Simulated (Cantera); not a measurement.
Input: 1 mol Ca(OH)₂, 0.048 mol H₂, 19 mol O₂, equilibrated at 0.290 bar.

These are equilibrium values from Cantera (NASA tables, ideal gas, pure condensed phases), not measurements of a reactor. Candidate condensed phases: Ca, CaO, Ca(OH)₂, H₂O; 14 gas species. The numbers say what is thermodynamically allowed, not how fast it happens. All values below are at 1523 K.

Base state: O₂ 0.948, H₂O 0.0523, OH 0.000137 (mole fractions); condensed: CaO(s).

Q: What changes in the equilibrium state with this change: H₂ from 0.048 to 0.41 mol?

A: 
```tsv
species	before	after
O₂	0.948	0.930
H₂O	0.0523	0.0697
OH	0.000137	0.000157
CaO(s), mol	1.000	1.000
```
